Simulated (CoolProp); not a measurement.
A single-stage vapour-compression cycle with R13: evaporating at 221.15 K (dew point), condensing at 263.15 K (bubble point), superheat 8 K, subcooling 2 K, compressor efficiency 0.85, no pressure losses. Each further row changes one setting.

Model: reference Helmholtz-energy equation of state, Platzer 1990, in CoolProp. This equation is an older, rougher fit; its heat capacities, sound speeds and derivatives of the liquid may be far off and weren't checked against measurements.

| case | cooling COP | pressure ratio | discharge temperature (K) | refrigerating effect (kJ/kg) | volumetric capacity (kJ/m³) |
|---|---|---|---|---|---|
| as stated | 3.43 | 3.91 | 290.4 | 97.2 | 2270 |
| evaporating temperature 226.15 K | 4.09 | 3.23 | 287.6 | 99.0 | 2780 |
| condensing temperature 258.15 K | 4.06 | 3.40 | 283.7 | 103 | 2400 |
| subcooling 7 K | 3.63 | 3.91 | 290.4 | 103 | 2400 |
| superheat 18 K | 3.44 | 3.91 | 300.8 | 103 | 2280 |
| compressor efficiency 0.75 | 3.03 | 3.91 | 295.3 | 97.2 | 2270 |
